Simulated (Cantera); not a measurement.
A closed system holds: 1 mol B2H6, 0.54 mol N2, 0.56 mol H2O, at 1923.15 K and 13.3 mbar.

Cantera equilibrium calculation (NASA polynomials, part measured and part estimated; ideal gas, pure solids and liquids). Candidate condensed phases: B, BN, B2O3, B3O3H3, H2O; 39 gas species. The feed counts by its element totals alone. Mutual solubility and eutectic melting of coexisting phases are not modelled. The tables' values for BH2 are old estimates; treat these amounts as uncertain. The numbers say what is thermodynamically allowed, not how fast it happens.

Base state: H2 0.871, HBO 0.0822, B2O2 0.0238, BO 0.0113, H 0.00762, N2 0.00268, B2O3 0.000727, HBO2 0.000352 (mole fractions); condensed: B(s) + BN(s).

Q: What changes in the equilibrium state with this change: pressure from 13.3 mbar to 45.0 mbar?

A: 
```csv
species,before,after
H2,0.871,0.878
HBO,0.0822,0.0839
B2O2,0.0238,0.0246
BO,0.0113,0.00623
H,0.00762,0.00417
N2,0.00268,0.000793
B2O3,0.000727,0.00140
HBO2,0.000352,0.000672
H2O,1.57e-5,2.96e-5
B2O,0.000135,7.47e-5
"B(s), mol",0.384,0.373
"BN(s), mol",1.06,1.07
```

Q: What changes in the equilibrium state with this change: N2 from 0.54 to 2.7 mol?

A: 
```json
[
 {"species": "H2", "before": "0.871", "after": "0.582"},
 {"species": "N2", "before": "0.00268", "after": "0.337"},
 {"species": "HBO", "before": "0.0822", "after": "0.0491"},
 {"species": "B2O2", "before": "0.0238", "after": "0.0127"},
 {"species": "BO", "before": "0.0113", "after": "0.00823"},
 {"species": "BH2", "before": "0.000257", "after": "1.53e-5"},
 {"species": "B2O", "before": "0.000135", "after": "8.80e-6"},
 {"species": "H2O", "before": "1.57e-5", "after": "8.61e-5"},
 {"species": "B(s), mol", "before": "0.384", "after": "0"},
 {"species": "BN(s), mol", "before": "1.06", "after": "1.47"}
]
```

Q: What changes in the equilibrium state with this change: pressure from 13.3 mbar to 6.70 mbar?

A: 
```json
[
 {"species": "H2", "before": "0.871", "after": "0.864"},
 {"species": "HBO", "before": "0.0822", "after": "0.0800"},
 {"species": "B2O2", "before": "0.0238", "after": "0.0228"},
 {"species": "BO", "before": "0.0113", "after": "0.0155"},
 {"species": "H", "before": "0.00762", "after": "0.0107"},
 {"species": "N2", "before": "0.00268", "after": "0.00533"},
 {"species": "B2O3", "before": "0.000727", "after": "0.000481"},
 {"species": "HBO2", "before": "0.000352", "after": "0.000238"},
 {"species": "H2O", "before": "1.57e-5", "after": "1.08e-5"},
 {"species": "B2O", "before": "0.000135", "after": "0.000186"},
 {"species": "B(s), mol", "before": "0.384", "after": "0.403"},
 {"species": "BN(s), mol", "before": "1.06", "after": "1.04"}
]
```
